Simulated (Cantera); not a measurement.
A closed system holds: 1 mol TiO2, 0.24 mol Cl2, 1 mol H2, held at 1048.15 K and 101000 Pa.

Cantera equilibrium calculation (NASA polynomials, part measured and part estimated; ideal gas, pure solids and liquids). Condensed phases not in the tables: TiOCl. Equilibrium is a limit: real reactors are often held back by kinetics, nucleation or transport.

| species | before | after |
|---|---|---|
| H2 | 0.613 | 0.613 |
| HCl | 0.384 | 0.385 |
| H2O | 0.00157 | 0.000920 |
| TiCl4 | 0.000778 | 0.000452 |
| TiO2(rutile), mol | 0.999 | 0.999 |
Gas species are given as mole fractions.

Q: Name the change that produced these shifts.
A) Cl2 from 0.24 to 0.062 mol
B) pressure from 101000 Pa to 20000 Pa
C) 0.002 mol O2 added
D) Cl2 from 0.24 to 1.2 mol

A: B, pressure from 101000 Pa to 20000 Pa
